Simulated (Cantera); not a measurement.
## Dilute partial oxidation

A perfectly stirred reactor is fed with 1.94 % CH3OH, 0.904 % O2, 97.2 % N2, equivalence ratio 3.2, at 700000 Pa; it is held at 1273 K, and followed from long to short residence time.

Computed with Cantera and GRI-Mech 3.0 (53 species, 325 reactions). GRI-Mech 3.0 was tuned for natural gas; its chemistry of methanol as a main component is partial and can be far from experiment.

| τ (s) | x CH3OH | x O2 | x C2H | x HCN | x CO2 | x H2O | x CH2O |
|---|---|---|---|---|---|---|---|
| 0.98 | 5.48e-6 | 4.97e-5 | <1e-12 | 1.45e-9 | 0.00406 | 0.0134 | 3.50e-6 |
| 0.40 | 9.91e-6 | 8.72e-5 | <1e-12 | 2.26e-9 | 0.00374 | 0.0137 | 6.33e-6 |
| 0.16 | 1.85e-5 | 0.000154 | <1e-12 | 3.46e-9 | 0.00332 | 0.0140 | 1.18e-5 |
| 0.065 | 3.52e-5 | 0.000265 | <1e-12 | 4.76e-9 | 0.00287 | 0.0142 | 2.24e-5 |
| 0.026 | 7.49e-5 | 0.000468 | <1e-12 | 4.88e-9 | 0.00245 | 0.0143 | 4.76e-5 |
| 0.011 | 0.000464 | 0.00120 | <1e-12 | 3.36e-10 | 0.00274 | 0.0124 | 0.000287 |
| 0.0042 | 0.00139 | 0.00177 | <1e-12 | 1.60e-10 | 0.00234 | 0.0116 | 0.000801 |
| 0.0017 | 0.00275 | 0.00234 | <1e-12 | 1.40e-10 | 0.00165 | 0.0111 | 0.00145 |
| 0.00069 | 0.00504 | 0.00319 | <1e-12 | 1.07e-10 | 0.000959 | 0.0100 | 0.00231 |
x: mole fraction; the columns are a selection and need not sum to one.
